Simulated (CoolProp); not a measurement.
Vapour-liquid equilibrium of toluene (1) + o-xylene (2) at 0.000934 MPa; x and y are mole fractions of (1).

Computed with CoolProp (multi-fluid Helmholtz-energy mixture model, Lemmon 2006 and Zhou 2012; pair parameters Bell 2016).

```
x     bubble temperature (°C)  y at the bubble point  dew temperature at overall composition x (°C)  liquid density (mol/L)
----  -----------------------  ---------------------  ---------------------------------------------  ----------------------
0.05                     23.2                  0.180                                           25.1                   8.315
0.2                      17.0                  0.530                                           22.9                   8.520
0.35                     12.2                  0.720                                           20.5                   8.721
0.5                       8.5                  0.832                                           17.6                   8.920
0.65                      5.6                  0.903                                           14.2                   9.120
0.8                       3.2                  0.952                                            9.7                   9.323
0.95                      1.1                  0.989                                            3.3                   9.533
```

No azeotrope shows between x = 0.05 and 0.95.

Pair parameters are fitted to limited data, so mixtures are less certain than the pure fluids.
